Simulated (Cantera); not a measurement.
**Adiabatic ignition**

An adiabatic, constant-pressure homogeneous reactor starts with C3H8 : O2 : N2 = 1 : 15.6 : 58.8 (molar parts), equivalence ratio 0.32, at 1575 K and 1.00 bar.

Computed with Cantera and GRI-Mech 3.0 (53 species, 325 reactions). GRI-Mech 3.0 was tuned for natural gas; its chemistry of propane as a main component is partial and can be far from experiment.

```tsv
t (s)	T (K)	x C3H8	x O2	x CO	x CO2	x NO	x N2O	x H2O
6.00e-6	1569	0.0123	0.206	2.07e-5	3.58e-6	5.18e-12	3.25e-10	0.000238
1.42e-5	1568	0.00996	0.205	0.000340	4.80e-5	8.89e-11	1.29e-9	0.00147
3.34e-5	1677	0.000965	0.184	0.0111	0.000879	1.04e-8	1.38e-8	0.0165
7.89e-5	1971	<1e-12	0.136	0.0155	0.0229	5.36e-6	4.59e-7	0.0423
0.000186	2094	<1e-12	0.134	0.00633	0.0324	2.85e-5	5.39e-7	0.0443
0.000440	2189	<1e-12	0.136	0.00323	0.0358	7.48e-5	6.78e-7	0.0475
0.00104	2240	<1e-12	0.137	0.00137	0.0378	0.000144	6.48e-7	0.0494
0.00245	2252	<1e-12	0.137	0.000905	0.0383	0.000244	5.63e-7	0.0500
0.00578	2252	<1e-12	0.137	0.000887	0.0383	0.000456	5.59e-7	0.0500
0.0136	2251	<1e-12	0.137	0.000883	0.0383	0.000942	5.58e-7	0.0500
0.0322	2249	<1e-12	0.136	0.000872	0.0383	0.00202	5.57e-7	0.0501
0.0760	2244	<1e-12	0.135	0.000851	0.0383	0.00418	5.58e-7	0.0501
0.179	2238	<1e-12	0.134	0.000820	0.0384	0.00746	5.66e-7	0.0502
0.424	2232	<1e-12	0.132	0.000796	0.0384	0.0100	5.77e-7	0.0502
1.00	2231	<1e-12	0.132	0.000791	0.0384	0.0106	5.80e-7	0.0502
```
x: mole fraction; the columns are a selection and need not sum to one.

The time of steepest temperature rise comes out as 39.6 µs, the temperature at 1.00 s is 2231 K and the equilibrium temperature is 2231 K. The x(C3H8) at 1.00 s comes out as <1e-12 (gas-phase equilibrium <1e-12). The x(O2) at 1.00 s is 0.132 (gas-phase equilibrium 0.132) and the x(CO) at 1.00 s is 0.000791 (gas-phase equilibrium 0.000791).
